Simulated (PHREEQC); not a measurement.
Make-up at 20 °C: 0.06 mol NH4HF2, 0.0042 mol H2SiF6, 0.0093 mol HBF4 and 0.0012 mol H2SO4 per kg of water. Closed to the air; pH follows from the charge balance.

Equilibrium calculation in PHREEQC: ion-association model, phreeqc.dat.

| quantity | before | after |
|---|---|---|
| pH | 2.72 | 3.23 |
| ionic strength (mol/kgw) | 0.0671 | 0.0655 |
| HF (mol/kgw) | 0.0692 | 0.0702 |
| F- (mol/kgw) | 0.0337 | 0.0314 |
| HF2- (mol/kgw) | 0.00857 | 0.00930 |
| BF3OH- (mol/kgw) | 4.39e-5 | 0.000165 |
| SI of Quartz (SiO2) | -8.77 | -5.14 |

Task: Name the change that produced these shifts.
A) temperature from 20 to 85 °C
B) diluted 5-fold with water
C) H2SO4 left out
D) H2SiF6 from 0.0042 to 0.00084 mol/kgw

Result: A, temperature from 20 to 85 °C

Precipitation was switched off in this run. Constants without temperature data keep their 25 °C values here. SiF6-2 is the database's only silicon fluoride. Real BF4- forms and hydrolyses slowly; the run takes it at equilibrium.
